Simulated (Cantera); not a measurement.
A closed system holds: 1 mol SiCl4, 2.2 mol O3, 7 mol H2, held at 10.0 mbar.

These are equilibrium values from Cantera (NASA tables, ideal gas, pure condensed phases), not measurements of a reactor. Candidate condensed phases: H2O, Si, SiO2; 30 gas species. The tables hold silica as quartz up to 1696 K and as liquid above; real silica turns to tridymite and cristobalite and melts near 1996 K. Equilibrium is a limit: real reactors are often held back by kinetics, nucleation or transport. All values below are at 1325 °C.

Base state: H2O 0.511, HCl 0.443, H2 0.0448, Cl 0.000882, H 0.000113, OH 5.00e-5 (mole fractions); condensed: SiO2(β-quartz).

Problem. What changes in the equilibrium state with this change: SiCl4 replaced by HMDSO?

Solution. 
```
species                before    after
-------------------  --------  -------
H2                     0.0448    0.678
CO                          0    0.246
SiO                   2.14e-7   0.0762
H2O                     0.511  1.53e-5
HCl                     0.443        0
Cl                   0.000882        0
OH                    5.00e-5    <1e-9
SiO2(β-quartz), mol     1.000        0
SiC(s), mol                 0    0.200
```
The feed counts by its element totals alone. Further candidate phases: C, C6H6, C7H8, C8H18, SiC.

Problem. What changes in the equilibrium state with this change: pressure from 10.0 mbar to 1.33 mbar?

Solution. 
```
species                before     after
-------------------  --------  --------
H2O                     0.511     0.510
HCl                     0.443     0.441
H2                     0.0448    0.0455
Cl                   0.000882   0.00239
H                    0.000113  0.000311
OH                    5.00e-5  0.000136
SiO2(β-quartz), mol     1.000     1.000
```
